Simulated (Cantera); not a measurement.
A closed system holds: 1 mol Si, 1.4 mol HCl, equilibrated at 502 °C and 1000 Pa.

Method: chemical equilibrium by Gibbs-energy minimisation in Cantera with the NASA 1993 tables (ideal gas, pure condensed phases). Candidate condensed phases: Si; 19 gas species. The tables' values for SiCl3 are old estimates; treat these amounts as uncertain. Equilibrium is a limit: real reactors are often held back by kinetics, nucleation or transport.

Base state: H2 0.652, SiCl4 0.307, SiHCl3 0.0377, HCl 0.00343, SiH2Cl2 0.000357, SiCl3 0.000192, SiCl2 1.71e-5 (mole fractions); condensed: Si(s).

### Question
What changes in the equilibrium state with this change: temperature from 502 °C to 1475 °C?

### Answer
```tsv
species	before	after
H2	0.652	0.394
SiCl2	1.71e-5	0.381
HCl	0.00343	0.213
SiCl4	0.307	0.000318
SiHCl3	0.0377	0.000130
H	<1e-9	0.00144
Cl	<1e-9	0.000596
SiCl	<1e-9	0.000586
Si	<1e-9	0.000146
Si(s), mol	0.641	0
Si(l), mol	0	0.454
```
The tables' values for SiCl3, SiCl are old estimates; treat these amounts as uncertain.

### Question
What changes in the equilibrium state with this change: HCl from 1.4 to 11 mol?

### Answer
```
species       before    after
----------  --------  -------
HCl          0.00343    0.700
H2             0.652    0.200
SiCl4          0.307   0.1000
SiHCl3        0.0377  1.85e-5
SiH2Cl2     0.000357    <1e-9
SiCl2        1.71e-5    <1e-9
SiCl3       0.000192  1.70e-7
Si(s), mol     0.641        0
```

### Question
What changes in the equilibrium state with this change: HCl from 1.4 to 8.7 mol?

### Answer
| species | before | after |
|---|---|---|
| HCl | 0.00343 | 0.610 |
| H2 | 0.652 | 0.260 |
| SiCl4 | 0.307 | 0.130 |
| SiHCl3 | 0.0377 | 3.57e-5 |
| SiH2Cl2 | 0.000357 | <1e-9 |
| SiCl2 | 1.71e-5 | <1e-9 |
| SiCl3 | 0.000192 | 2.89e-7 |
| Si(s), mol | 0.641 | 0 |
